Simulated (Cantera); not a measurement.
A closed system holds: 1 mol PbS, 43 mol H2, 1.4 mol N2, equilibrated at 0.000170 bar.

Method: chemical equilibrium by Gibbs-energy minimisation in Cantera with the NASA 1993 tables (ideal gas, pure condensed phases). Candidate condensed phases: Pb, PbS, S; 18 gas species. The numbers say what is thermodynamically allowed, not how fast it happens.

At 1573 K, list the 4 most abundant gas species with their mole fractions, and the condensed phases.

H2 0.933, N2 0.0305, Pb 0.0188, S2 0.00694. Condensed: gas only.
